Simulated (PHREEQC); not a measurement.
Solution (20 °C): 0.0049 mol/kgw CuSO4, 0.0026 mol/kgw CaCl2 and 0.00053 mol/kgw NaH2PO4. Closed to the air; pH follows from the charge balance.

Model: ion-association model, wateq4f.dat, run in PHREEQC.

Each row changes one thing in this solution. This is a speciation only: nothing precipitates in the calculation.

| case | pH | ionic strength (mol/kgw) | Cu+2 (mol/kgw) | SO4-2 (mol/kgw) | Ca+2 (mol/kgw) | CuSO4 (mol/kgw) | SI of Atacamite (Cu2(OH)3Cl) | SI of Tenorite (CuO) |
|---|---|---|---|---|---|---|---|---|
| as made | 4.99 | 0.0223 | 0.00396 | 0.00352 | 0.00212 | 0.000910 | -0.23 | -0.47 |
| NaH2PO4 replaced by Na3PO4 at the same molality | 6.18 | 0.0225 | 0.00323 | 0.00364 | 0.00209 | 0.000766 | +3.17 | +1.83 |
| CuSO4 from 0.0049 to 0.049 mol/kgw | (withheld) | 0.118 | 0.0284 | 0.0275 | 0.00154 | (withheld) | +0.11 | -0.42 |
| NaH2PO4 replaced by Na2SiO3 at the same molality | 6.21 | 0.0218 | 0.00316 | 0.00364 | 0.00212 | 0.000760 | +3.23 | (withheld) |
| diluted 2-fold with water | 5.12 | 0.0119 | 0.00210 | 0.00193 | 0.00112 | 0.000340 | -0.55 | -0.42 |

### Question
Some entries are withheld; supply them.

### Answer

- CuSO4 from 0.0049 to 0.049 mol/kgw, pH: 4.67
- CuSO4 from 0.0049 to 0.049 mol/kgw, CuSO4 (mol/kgw): 0.0204
- NaH2PO4 replaced by Na2SiO3 at the same molality, SI of Tenorite (CuO): +1.87

Complexes and solids missing from the database can't appear. Some of these states are supersaturated (in Antlerite, Brochantite, Atacamite, for instance). H3PO4, which wateq4f.dat lacks, is added to it with the constant of phreeqc.dat. The database has no phosphate complexes of Cu.
